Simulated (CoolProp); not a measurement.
Computed with CoolProp (reference Helmholtz-energy equation of state, Lemmon 2006). It is a short technical equation, of lower accuracy than the large ones.

Task: For hydrogen sulfide, give the phase and the Z, cv (kJ/(kg K)), isothermal compressibility (1/MPa), viscosity (µPa s) at 79.05 °C and 46 MPa; 162.55 °C and 46 MPa.

Result: 
- 79.05 °C and 46 MPa: liquid; Z 0.697, cv 1.05, isothermal compressibility 0.00266, viscosity 118
- 162.55 °C and 46 MPa: supercritical; Z 0.706, cv 1.02, isothermal compressibility 0.00678, viscosity 72.4

Viscosity comes from a separate model (Quiñones-Cisneros 2012).
